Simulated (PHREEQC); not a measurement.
A solution holds 0.85 mmol/kgw NaBr, at 77 °C. Closed to the air; pH follows from the charge balance.

All values are PHREEQC results (ion-association model, phreeqc.dat), not measurements.

```json
{
  "ionic_strength": "0.000851 mol/kgw",
  "specific_conductance": "252 µS/cm"
}
```

```json
[
 {"species": "Br-", "molality": "0.000850", "activity": "0.000819", "log γ": "-0.016"},
 {"species": "Na+", "molality": "0.000850", "activity": "0.000820", "log γ": "-0.016"},
 {"species": "H+", "molality": "4.92e-7", "activity": "4.75e-7", "log γ": "-0.015"},
 {"species": "OH-", "molality": "4.92e-7", "activity": "4.74e-7", "log γ": "-0.016"}
]
```

This is a speciation only: nothing precipitates in the calculation. At this temperature some constants are extrapolated from 25 °C, and those without enthalpy data are left unchanged.
